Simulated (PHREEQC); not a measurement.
Solution (36 °C): 0.1 mol Cu(NO3)2 and 0.0047 mol NaCl per kg of water. Closed to the air; pH follows from the charge balance.

Equilibrium calculation in PHREEQC: ion-association model, phreeqc.dat.

| quantity | before | after |
|---|---|---|
| pH | 4.08 | 4.35 |
| ionic strength (mol/kgw) | 0.304 | 0.223 |

What was changed between the two runs?
(A) NaCl from 0.0047 to 0.00423 mol/kgw
(B) Cu(NO3)2 from 0.1 to 0.02 mol/kgw
(C) Cu(NO3)2 replaced by Pb(NO3)2 at the same molality
(D) NaCl left out
(E) Cu(NO3)2 from 0.1 to 0.2 mol/kgw

C, Cu(NO3)2 replaced by Pb(NO3)2 at the same molality

This is a speciation only: nothing precipitates in the calculation. Constants without temperature data keep their 25 °C values here.
